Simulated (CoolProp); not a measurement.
Vapour-liquid equilibrium of ethylene (1) + isobutane (2) at 248.7 K; x and y are mole fractions of (1).

Computed with CoolProp (multi-fluid Helmholtz-energy mixture model, Smukala 2000 and Bücker 2006; pair parameters Bell 2016).

| x | bubble pressure, mixture model (MPa) | bubble pressure, Raoult's law (MPa) | y, mixture model | y, Raoult's law |
|---|---|---|---|---|
| 0.05 | 0.1383 | 0.1694 | 0.576 | 0.664 |
| 0.15 | 0.3046 | 0.3885 | ___ | 0.869 |
| 0.25 | 0.4838 | 0.6076 | ___ | 0.926 |
| 0.35 | 0.6761 | 0.8267 | 0.929 | 0.953 |
| 0.45 | 0.8812 | 1.046 | 0.950 | 0.969 |
| 0.55 | 1.098 | 1.265 | ___ | 0.979 |
| 0.65 | ___ | 1.484 | 0.975 | 0.986 |
| 0.75 | 1.567 | 1.703 | ___ | 0.991 |
| 0.85 | ___ | 1.922 | ___ | 0.995 |
| 0.95 | 2.096 | 2.141 | 0.996 | 0.999 |

Fill in the missing entries.


- 0.15, y, mixture model: 0.817
- 0.25, y, mixture model: 0.892
- 0.55, y, mixture model: 0.964
- 0.65, bubble pressure, mixture model (MPa): 1.327
- 0.75, y, mixture model: 0.983
- 0.85, bubble pressure, mixture model (MPa): 1.820
- 0.85, y, mixture model: 0.990

The largest gap from Raoult's law is -21.6 % in bubble pressure, at x = 0.15. No azeotrope shows between x = 0.05 and 0.95.

Pair parameters are fitted to limited data, so mixtures are less certain than the pure fluids.
